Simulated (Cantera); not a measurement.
A perfectly stirred reactor is fed with 32.6 % H2, 13.6 % O2, 51.2 % N2, 2.58 % H2O, equivalence ratio 1.2, at 1.40 bar; it is adiabatic with a 350 K inlet, and is followed from long to short residence time, starting on the burning branch (τ in s: 0.044, 0.024, 0.013, 0.0074, 0.0041, 0.0023, 0.0013, 0.0007, 0.00039, 0.00022, 0.00012, 6.7e-05).

Cantera simulation using the H2/O2 subset of GRI-Mech 3.0, which has no nitrogen chemistry; the numbers are that mechanism's predictions, not measurements.

Predict: blow-out, bracketed by the residence times tried; x(H2) at τ = 44.0 ms; x(O2) at τ = 44.0 ms; x(H2O) at τ = 44.0 ms; x(O) at τ = 44.0 ms; x(HO2) at τ = 44.0 ms; x(H2) at τ = 1.30 ms; x(O2) at τ = 1.30 ms; x(H2O) at τ = 1.30 ms; x(O) at τ = 1.30 ms; x(HO2) at τ = 1.30 ms.

blow-out, bracketed by the residence times tried: burning at 67.0 µs, the shortest tried
x(H2) at τ = 44.0 ms: 0.0630
x(O2) at τ = 44.0 ms: 0.000326
x(H2O) at τ = 44.0 ms: 0.339
x(O) at τ = 44.0 ms: 0.000129
x(HO2) at τ = 44.0 ms: 1.89e-7
x(H2) at τ = 1.30 ms: 0.0666
x(O2) at τ = 1.30 ms: 0.00285
x(H2O) at τ = 1.30 ms: 0.324
x(O) at τ = 1.30 ms: 0.00119
x(HO2) at τ = 1.30 ms: 2.16e-6
